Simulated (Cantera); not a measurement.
**Thermodynamics of abatement and gas-phase synthesis, feed HBr + O₂ + H₂**

Feed: 1 mol HBr, a varied amount of O₂, 0.42 mol H₂, equilibrated at 2823 K and 0.510 Torr.

Cantera equilibrium calculation (NASA polynomials, part measured and part estimated; ideal gas, pure solids and liquids). Candidate condensed phases: Br₂, H₂O; 12 gas species. Equilibrium is a limit: real reactors are often held back by kinetics, nucleation or transport.

```csv
n(O₂) (mol),x O,x H,x Br,x O₂,x H₂,x OH
0.22,0.123,0.523,0.315,0.00293,0.0236,0.00890
0.28,0.151,0.504,0.305,0.00438,0.0220,0.0105
0.37,0.188,0.479,0.290,0.00681,0.0199,0.0124
0.48,0.228,0.452,0.274,0.0100,0.0177,0.0143
0.63,0.276,0.420,0.255,0.0147,0.0153,0.0160
0.83,0.329,0.384,0.234,0.0208,0.0127,0.0174
1.1,0.386,0.344,0.210,0.0287,0.0102,0.0183
1.4,0.436,0.309,0.189,0.0367,0.00826,0.0186
1.9,0.500,0.264,0.161,0.0481,0.00605,0.0182
2.4,0.546,0.231,0.141,0.0575,0.00462,0.0174
3.2,0.600,0.193,0.118,0.0693,0.00321,0.0160
```
x: gas mole fraction; nothing condenses.

From 0.22 mol O₂ to 3.2 mol O₂ nothing is condensed.
